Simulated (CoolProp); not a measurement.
Vapour-liquid equilibrium of R125 (1) + R134a (2) at 250.3 K; x and y are mole fractions of (1).

Computed with CoolProp (multi-fluid Helmholtz-energy mixture model, Lemmon 2005 and Tillner-Roth 1994; pair parameters Lemmon 2004).

```
x      bubble pressure (MPa)  y at the bubble point  dew pressure at overall composition x (MPa)  liquid density (mol/L)
-----  ---------------------  ---------------------  -------------------------------------------  ----------------------
0.05                  0.1270                  0.120                                       0.1211                   13.32
0.125                 0.1416                  0.267                                       0.1275                   13.19
0.2                   0.1559                  0.387                                       0.1345                   13.07
0.275                 0.1701                  0.486                                       0.1424                   12.95
0.35                  0.1841                  0.570                                       0.1512                   12.83
0.425                 0.1980                  0.643                                       0.1611                   12.71
0.5                   0.2117                  0.707                                       0.1722                   12.59
0.575                 0.2254                  0.763                                       0.1849                   12.47
0.65                  0.2390                  0.813                                       0.1994                   12.36
0.725                 0.2526                  0.859                                       0.2160                   12.24
0.8                   0.2662                  0.902                                       0.2353                   12.12
0.875                 0.2799                  0.941                                       0.2575                   12.01
0.95                  0.2936                  0.977                                       0.2833                   11.89
```

No azeotrope shows between x = 0.05 and 0.95.

The pair parameters rest on a limited set of measurements; away from them the model extrapolates.
